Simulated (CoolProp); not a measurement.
The numbers come from the reference Helmholtz-energy equation of state, Schmidt 1985 in CoolProp. Above 300 K oxygen's equation is extrapolated.

**Question.** For oxygen, give the phase and the speed of sound (m/s), Prandtl number, fugacity coefficient at 291.5 K and 13.9 MPa; 317.3 K and 13.9 MPa.

**Answer.** 
- 291.5 K and 13.9 MPa: supercritical; speed of sound 343, Prandtl number 0.844, fugacity coefficient 0.919
- 317.3 K and 13.9 MPa: supercritical; speed of sound 359, Prandtl number 0.814, fugacity coefficient 0.950

Viscosity comes from a separate model (Lemmon 2004). Thermal conductivity comes from a separate model (Lemmon 2004).
